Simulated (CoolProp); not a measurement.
Vapour-liquid equilibrium of R22 (1) + acetone (2) at 329.8 K; x and y are mole fractions of (1).

Values from CoolProp's multi-fluid Helmholtz-energy mixture model, Kamei 1995 and Lemmon 2006; pair parameters Bell 2016.

| x | bubble pressure, mixture model (MPa) | bubble pressure, Raoult's law (MPa) | y, mixture model | y, Raoult's law |
|---|---|---|---|---|
| 0.05 | 0.1886 | 0.2110 | 0.461 | 0.535 |
| 0.125 | 0.2872 | 0.3724 | 0.657 | 0.757 |
| 0.2 | 0.3709 | 0.5339 | 0.745 | 0.845 |
| 0.275 | 0.4540 | 0.6953 | 0.802 | 0.892 |
| 0.35 | 0.5460 | 0.8568 | 0.846 | 0.922 |
| 0.425 | 0.6539 | 1.018 | 0.883 | 0.942 |
| 0.5 | 0.7836 | 1.180 | 0.913 | 0.956 |
| 0.575 | 0.9400 | 1.341 | 0.938 | 0.967 |
| 0.65 | 1.126 | 1.503 | 0.958 | 0.976 |
| 0.725 | 1.341 | 1.664 | 0.973 | 0.983 |
| 0.8 | 1.581 | 1.826 | 0.984 | 0.989 |
| 0.875 | 1.835 | 1.987 | 0.991 | 0.993 |
| 0.95 | 2.089 | 2.148 | 0.997 | 0.998 |

The largest gap from Raoult's law is -36.3 % in bubble pressure, at x = 0.35. No azeotrope shows between x = 0.05 and 0.95.

The pair parameters rest on a limited set of measurements; away from them the model extrapolates.
